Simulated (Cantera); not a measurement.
**Formation from one mole of O2**

Source: NASA polynomial tables (part measured, part estimated), evaluated in Cantera. Values are per mole of reaction as written; species without (g) are pure solids or liquids, kept so even where they would boil at 1 bar.

Nb + O2(g) → NbO2(g)

```json
[
 {"T (K)": "2025", "ΔH° (kJ)": "-215.1", "ΔS° (J/K)": "15.8", "ΔG° (kJ)": "-247.1", "log10 K": "6.37"},
 {"T (K)": "2050", "ΔH° (kJ)": "-215.5", "ΔS° (J/K)": "15.6", "ΔG° (kJ)": "-247.4", "log10 K": "6.30"},
 {"T (K)": "2075", "ΔH° (kJ)": "-215.8", "ΔS° (J/K)": "15.4", "ΔG° (kJ)": "-247.8", "log10 K": "6.24"},
 {"T (K)": "2100", "ΔH° (kJ)": "-216.2", "ΔS° (J/K)": "15.3", "ΔG° (kJ)": "-248.2", "log10 K": "6.17"},
 {"T (K)": "2125", "ΔH° (kJ)": "-216.6", "ΔS° (J/K)": "15.1", "ΔG° (kJ)": "-248.6", "log10 K": "6.11"},
 {"T (K)": "2150", "ΔH° (kJ)": "-216.9", "ΔS° (J/K)": "14.9", "ΔG° (kJ)": "-249.0", "log10 K": "6.05"},
 {"T (K)": "2175", "ΔH° (kJ)": "-217.3", "ΔS° (J/K)": "14.7", "ΔG° (kJ)": "-249.3", "log10 K": "5.99"},
 {"T (K)": "2200", "ΔH° (kJ)": "-217.7", "ΔS° (J/K)": "14.5", "ΔG° (kJ)": "-249.7", "log10 K": "5.93"},
 {"T (K)": "2225", "ΔH° (kJ)": "-218.1", "ΔS° (J/K)": "14.4", "ΔG° (kJ)": "-250.1", "log10 K": "5.87"},
 {"T (K)": "2250", "ΔH° (kJ)": "-218.5", "ΔS° (J/K)": "14.2", "ΔG° (kJ)": "-250.4", "log10 K": "5.81"}
]
```

2 H2(g) + O2(g) → 2 H2O(g)

```csv
T (K),ΔH° (kJ),ΔS° (J/K),ΔG° (kJ),log10 K
2025,-502.8,-115.8,-268.2,6.92
2050,-502.8,-115.9,-265.3,6.76
2075,-502.9,-115.9,-262.4,6.61
2100,-502.9,-115.9,-259.5,6.45
2125,-503.0,-116.0,-256.6,6.31
2150,-503.1,-116.0,-253.7,6.16
2175,-503.1,-116.0,-250.8,6.02
2200,-503.2,-116.0,-247.9,5.89
2225,-503.2,-116.1,-245.0,5.75
2250,-503.3,-116.1,-242.1,5.62
```

2 Pb + O2(g) → 2 PbO(g)

| T (K) | ΔH° (kJ) | ΔS° (J/K) | ΔG° (kJ) | log10 K |
|---|---|---|---|---|
| 2025 | 98.1 | 93.0 | -90.2 | 2.33 |
| 2050 | 97.6 | 92.7 | -92.5 | 2.36 |
| 2075 | 97.1 | 92.5 | -94.8 | 2.39 |
| 2100 | 96.6 | 92.3 | -97.1 | 2.42 |
| 2125 | 96.1 | 92.0 | -99.4 | 2.44 |
| 2150 | 95.7 | 91.8 | -101.7 | 2.47 |
| 2175 | 95.2 | 91.6 | -104.0 | 2.50 |
| 2200 | 94.7 | 91.4 | -106.3 | 2.52 |
| 2225 | 94.1 | 91.1 | -108.6 | 2.55 |
| 2250 | 93.6 | 90.9 | -110.9 | 2.57 |

Zr + O2(g) → ZrO2(g)

| T (K) | ΔH° (kJ) | ΔS° (J/K) | ΔG° (kJ) | log10 K | condensed phases |
|---|---|---|---|---|---|
| 2025 | -305.7 | 10.7 | -327.4 | 8.44 | Zr(β) |
| 2050 | -306.1 | 10.5 | -327.6 | 8.35 | Zr(β) |
| 2075 | -306.5 | 10.3 | -327.9 | 8.25 | Zr(β) |
| 2100 | -306.9 | 10.1 | -328.2 | 8.16 | Zr(β) |
| 2125 | -307.3 | 9.9 | -328.4 | 8.07 | Zr(β) |
| 2150 | -328.8 | -0.2 | -328.4 | 7.98 | Zr(l) |
| 2175 | -329.3 | -0.4 | -328.4 | 7.89 | Zr(l) |
| 2200 | -329.9 | -0.7 | -328.4 | 7.80 | Zr(l) |
| 2225 | -330.4 | -0.9 | -328.4 | 7.71 | Zr(l) |
| 2250 | -331.0 | -1.2 | -328.3 | 7.62 | Zr(l) |
